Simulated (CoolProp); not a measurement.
A simple Rankine cycle with C3F8 (R218): condensing at 294.15 K, boiler at 1.91 MPa, turbine inlet 335.3 K, turbine efficiency 0.75, pump efficiency 0.7, no recuperator. Each further row changes one setting.

The numbers come from the reference Helmholtz-energy equation of state, Lemmon 2006 in CoolProp. It is a short technical equation, of lower accuracy than the large ones.

```tsv
case	thermal efficiency (%)	net work (kJ/kg)	heat in (kJ/kg)	turbine exit temperature (K)	volume ratio over the turbine
as stated	5.9	5.81	99.2	310.3	3.10
turbine inlet 355.3 K	5.8	7.08	122	334.5	2.79
condensing temperature 286.15 K	7.1	7.63	108	305.8	3.98
boiler pressure 1.34 MPa	3.9	4.25	109	323.2	1.85
turbine efficiency 0.65	4.9	4.87	99.2	311.4	3.12
```
